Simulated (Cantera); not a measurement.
Charge: 1 mol Ta₂O₅, 1100 mol H₂, held at 750 Torr.

Method: chemical equilibrium by Gibbs-energy minimisation in Cantera with the NASA 1993 tables (ideal gas, pure condensed phases). Candidate condensed phases: H₂O, Ta, Ta₂O₅; 12 gas species. Mutual solubility and eutectic melting of coexisting phases are not modelled. Condensed phases not in the tables: N, O or C dissolved in the metal. Equilibrium is a limit: real reactors are often held back by kinetics, nucleation or transport.

x: gas mole fraction; n: condensed amount in mol.

```csv
T (K),x H₂,x H₂O,x H,x TaO₂,x OH,n Ta(s),n Ta₂O₅(s)
1475,1.000,7.65e-5,(withheld),3.73e-12,2.60e-11,0.0337,0.983
1525,1.000,0.000115,(withheld),1.82e-11,8.40e-11,0.0504,0.975
1575,1.000,0.000167,(withheld),7.97e-11,2.52e-10,0.0734,0.963
1625,1.000,0.000237,(withheld),3.18e-10,7.04e-10,0.104,0.948
1675,1.000,0.000329,(withheld),1.17e-9,1.85e-9,0.145,0.928
1725,0.999,0.000448,(withheld),3.95e-9,4.59e-9,0.197,0.901
1775,0.999,0.000599,(withheld),1.25e-8,1.08e-8,0.264,0.868
1825,0.999,0.000787,(withheld),3.69e-8,2.42e-8,0.346,0.827
1875,0.998,0.00102,(withheld),1.03e-7,5.21e-8,0.448,0.776
1925,0.998,0.00130,(withheld),2.71e-7,1.07e-7,0.572,0.714
1975,0.997,0.00163,(withheld),6.77e-7,2.13e-7,0.719,0.640
```

Task: Some entries are withheld; supply them.

Result: 
- 1475, x H: 1.30e-5
- 1525, x H: 2.37e-5
- 1575, x H: 4.16e-5
- 1625, x H: 7.05e-5
- 1675, x H: 0.000116
- 1725, x H: 0.000186
- 1775, x H: 0.000289
- 1825, x H: 0.000440
- 1875, x H: 0.000655
- 1925, x H: 0.000955
- 1975, x H: 0.00137
